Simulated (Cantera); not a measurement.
An adiabatic, constant-pressure homogeneous reactor starts with 3.49 % CH3OH, 9.03 % O2, 87.5 % N2, equivalence ratio 0.58, at 1475 K and 1.01 bar.

Model: GRI-Mech 3.0 (53 species, 325 reactions), integrated in Cantera. GRI-Mech 3.0 was tuned for natural gas; its chemistry of methanol as a main component is partial and can be far from experiment.

**Question.** Predict: time of steepest temperature rise; temperature at 8.00 s; equilibrium temperature; x(O2) at 8.00 s; x(OH) at 8.00 s; x(O) at 8.00 s.

**Answer.** 
| Property | Value |
|---|---|
| time of steepest temperature rise | 0.507 ms |
| temperature at 8.00 s | 2073 K |
| equilibrium temperature | 2073 K |
| x(O2) at 8.00 s | 0.0351 (gas-phase equilibrium 0.0351) |
| x(OH) at 8.00 s | 0.00151 (gas-phase equilibrium 0.00151) |
| x(O) at 8.00 s | 0.000215 (gas-phase equilibrium 0.000215) |
